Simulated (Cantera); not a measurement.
Thermodynamics of abatement and gas-phase synthesis, feed N₂O + H₂O + O₂

Input: 1 mol N₂O, 0.6 mol H₂O, 1 mol O₂, equilibrated at 1.50 bar.

Cantera equilibrium calculation (NASA polynomials, part measured and part estimated; ideal gas, pure solids and liquids). Candidate condensed phases: H₂O; 24 gas species. Equilibrium is a limit: real reactors are often held back by kinetics, nucleation or transport.

From 1998 K to 2973 K nothing is condensed.

| T (K) | x O₂ | x N₂ | x H₂O | x OH | x O | x NO | x H | x H₂ |
|---|---|---|---|---|---|---|---|---|
| 1998 | 0.479 | 0.319 | 0.192 | 0.00312 | 0.000372 | 0.00731 | 1.05e-5 | 6.43e-5 |
| 2073 | 0.477 | 0.318 | 0.191 | 0.00443 | 0.000648 | 0.00890 | 2.26e-5 | 0.000111 |
| 2148 | 0.475 | 0.317 | 0.190 | 0.00613 | 0.00109 | 0.0107 | 4.61e-5 | 0.000184 |
| 2223 | 0.473 | 0.315 | 0.188 | 0.00830 | 0.00176 | 0.0126 | 8.97e-5 | 0.000294 |
| 2298 | 0.470 | 0.314 | 0.187 | 0.0110 | 0.00275 | 0.0148 | 0.000167 | 0.000456 |
| 2373 | 0.467 | 0.312 | 0.184 | 0.0143 | 0.00418 | 0.0171 | 0.000298 | 0.000685 |
| 2448 | 0.463 | 0.310 | 0.182 | 0.0182 | 0.00620 | 0.0195 | 0.000514 | 0.00100 |
| 2523 | 0.458 | 0.308 | 0.178 | 0.0228 | 0.00896 | 0.0221 | 0.000857 | 0.00143 |
| 2598 | 0.452 | 0.305 | 0.174 | 0.0280 | 0.0127 | 0.0248 | 0.00138 | 0.00198 |
| 2673 | 0.445 | 0.302 | 0.169 | 0.0340 | 0.0175 | 0.0275 | 0.00217 | 0.00269 |
| 2748 | 0.437 | 0.299 | 0.163 | 0.0405 | 0.0238 | 0.0303 | 0.00331 | 0.00357 |
| 2823 | 0.427 | 0.295 | 0.156 | 0.0476 | 0.0317 | 0.0331 | 0.00493 | 0.00464 |
| 2898 | 0.415 | 0.291 | 0.148 | 0.0551 | 0.0415 | 0.0359 | 0.00716 | 0.00590 |
| 2973 | 0.402 | 0.286 | 0.139 | 0.0627 | 0.0534 | 0.0385 | 0.0102 | 0.00733 |
x: gas mole fraction; nothing condenses.
